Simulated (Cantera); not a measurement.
A Cantera script and what it prints.

```python
import numpy as np
import cantera as ct

gas_names = """
    C CO COS CO2 CS CS2 C2 C2O C3 C3O2 C4 C5 Mg MgO MgS Mg2 O O2 O3 S SO SO2 SO3 S2 S2O S8
""".split()
cond_names = """
    C(gr) Mg(cr) Mg(L) MgCO3(s) MgO(s) MgO(L) MgS(s) MgSO4(s) MgSO4(L) S(cr1) S(cr2) S(L)
""".split()


# ... load() reads the species with a 1 bar reference pressure and builds the phases ...
atoms = {
    'MgSO4': {'Mg': 1, 'S': 1, 'O': 4},
    'C': {'C': 1},
    'O2': {'O': 2},
}
top_T = {'C(gr)': 4500, 'MgS(s)': 2250}  # K; cautious upper limits of use, not melting points


# ... equilibrate(T, P, feed) seeds the gas with the atoms and calls Mixture.equilibrate('TP', solver="vcs", rtol=1e-11, max_steps=5000) ...
results = []
feed = {'MgSO4': 1, 'C': 1, 'O2': 5.9}  # mol
P = 1000  # Pa
for T in [550, 600, 650, 700, 750, 800, 850, 900, 950]:
    mix = equilibrate(T, P, feed)
    results.append((T, P, feed, dict(zip(mix.species_names, mix.species_moles))))
    x = sorted(zip(gas.X, gas.species_names), reverse=True)
    print(f"T = {T:g} K  P = {P:g} Pa  gas = {mix.phase_moles(0):.4g} mol")
    print("   x: " + "  ".join(f"{s} {v:.3e}" for v, s in x if v > 0.001))
    print("   condensed (mol): " + ("  ".join(f"{mix.phase(i).name} {mix.phase_moles(i):.4g}"
          for i in range(1, mix.n_phases) if mix.phase_moles(i) > 1e-12) or "none"))
```

Output:

```
T = 550 K  P = 1000 Pa  gas = 5.9 mol
   x: O2 8.305e-01  CO2 1.695e-01
   condensed (mol): MgSO4(s) 1
T = 600 K  P = 1000 Pa  gas = 5.9 mol
   x: O2 8.305e-01  CO2 1.695e-01
   condensed (mol): MgSO4(s) 1
T = 650 K  P = 1000 Pa  gas = 5.9 mol
   x: O2 8.305e-01  CO2 1.695e-01
   condensed (mol): MgO(s) 3.291e-11  MgSO4(s) 1
T = 700 K  P = 1000 Pa  gas = 5.9 mol
   x: O2 8.305e-01  CO2 1.695e-01
   condensed (mol): MgO(s) 1.592e-09  MgSO4(s) 1
T = 750 K  P = 1000 Pa  gas = 5.9 mol
   x: O2 8.305e-01  CO2 1.695e-01
   condensed (mol): MgO(s) 4.398e-08  MgSO4(s) 1
T = 800 K  P = 1000 Pa  gas = 5.9 mol
   x: O2 8.305e-01  CO2 1.695e-01
   condensed (mol): MgO(s) 8.77e-07  MgSO4(s) 1
T = 850 K  P = 1000 Pa  gas = 5.9 mol
   x: O2 8.305e-01  CO2 1.695e-01
   condensed (mol): MgO(s) 1.409e-05  MgSO4(s) 1
T = 900 K  P = 1000 Pa  gas = 5.9 mol
   x: O2 8.305e-01  CO2 1.695e-01
   condensed (mol): MgO(s) 0.0001917  MgSO4(s) 0.9998
T = 950 K  P = 1000 Pa  gas = 5.903 mol
   x: O2 8.302e-01  CO2 1.694e-01
   condensed (mol): MgO(s) 0.002211  MgSO4(s) 0.9978
```

Cantera equilibrium calculation (NASA polynomials, part measured and part estimated; ideal gas, pure solids and liquids).
